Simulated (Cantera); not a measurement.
Charge: 1 mol SiH₂Cl₂, 0.29 mol HCl, 69 mol N₂, held at 950 K and 74000 Pa.

Equilibrium computed with Cantera from the NASA thermochemical tables; the gas is ideal and each condensed phase is pure. Candidate condensed phases: NH₄Cl, Si, Si₃N₄; 28 gas species. N₂ is the only nitrogen source here; it is nearly inert below about 1500 K, so the nitride shown seldom forms there in practice. Kinetics and transport are ignored.

Base state: N₂ 0.970, HCl 0.0217, H₂ 0.00535, SiCl₄ 0.00268 (mole fractions); condensed: Si₃N₄(s).

Task: What changes in the equilibrium state with this change: 0.26 mol NH₃ added?

Result: 
```csv
species,before,after
N₂,0.970,0.964
HCl,0.0217,0.0252
H₂,0.00535,0.00897
SiCl₄,0.00268,0.00174
"Si₃N₄(s), mol",0.270,0.292
```
